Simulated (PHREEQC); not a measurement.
Solution (25 °C): 0.0024 mol H2SO4 and 0.00032 mol FeSO4 per kg of water. Closed to the air; pH follows from the charge balance.

The numbers come from PHREEQC with the ion-association model, phreeqc.dat.

Task: The ionic strength comes out as 0.00707 mol/kgw. What activity coefficients do H+, SO4-2, Fe+2, FeHSO4+, HSO4- get?

Result: H+ 0.92, SO4-2 0.71, Fe+2 0.71, FeHSO4+ 0.92, HSO4- 0.92.

Precipitation was switched off in this run. Species that the database lacks are ignored.
